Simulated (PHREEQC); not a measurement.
Consider water at 39 °C with 0.0016 mol HF, 0.0051 mol (CH3)4NF and 0.00013 mol H2SO4 per kg of water. Closed to the air; pH follows from the charge balance.

The numbers come from PHREEQC with the ion-association model, phreeqc.dat.

Question: The ionic strength comes out as 0.00542 mol/kgw. What activity coefficients do SO4-2, HF2-, F-, H+, HSO4- get?

Answer: SO4-2 0.73, HF2- 0.92, F- 0.92, H+ 0.93, HSO4- 0.92.

No solid was allowed to form. (CH3)4N+ isn't in the database: it is added as a free cation with an ion size of 4 Å. Constants without temperature data keep their 25 °C values here.
